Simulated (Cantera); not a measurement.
A freely propagating, adiabatic, planar premixed flame of 46.0 % H2, 11.5 % O2, 39.1 % N2, 3.36 % H2O, equivalence ratio 2.0, unburnt at 698 K and 34000 Pa; mixture-averaged transport, grid criteria slope 0.08 and curve 0.16, no radiation.

Cantera simulation using the H2/O2 subset of GRI-Mech 3.0, which has no nitrogen chemistry; the numbers are that mechanism's predictions, not measurements. Burning velocities carry a grid error of a few per cent, more on coarse grids.

### Question
Predict: laminar burning velocity; thermal thickness; peak x(H2O2); peak x(OH); peak x(O).

### Answer
* **laminar burning velocity**: 1090 cm/s
* **thermal thickness**: 1.92 mm
* **peak x(H2O2)**: 9.13e-7
* **peak x(OH)**: 0.00731
* **peak x(O)**: 0.00553
